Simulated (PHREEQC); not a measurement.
Make-up at 10 °C: 2 mmol/kgw HF, 0.48 mmol/kgw H2SiF6, 15 mmol/kgw H3PO4 and 0.31 mmol/kgw H2SO4. Closed to the air; pH follows from the charge balance.

Equilibrium calculation in PHREEQC: ion-association model, phreeqc.dat.

Precipitation was switched off in this run.

### Question
Order these F species by the share of F that they hold, largest first: F-, HF, SiF6-2.

### Answer
SiF6-2 (50 %), HF (44 %), F- (5.0 %)

The pH is 2.07 and the ionic strength 0.00994 mol/kgw. Examples of supersaturated solids here: Quartz (slow to form). Others may be too. Away from 25 °C the constants follow the database's enthalpies or fits; those with neither stay at their 25 °C values. SiF6-2 is the database's only silicon fluoride.
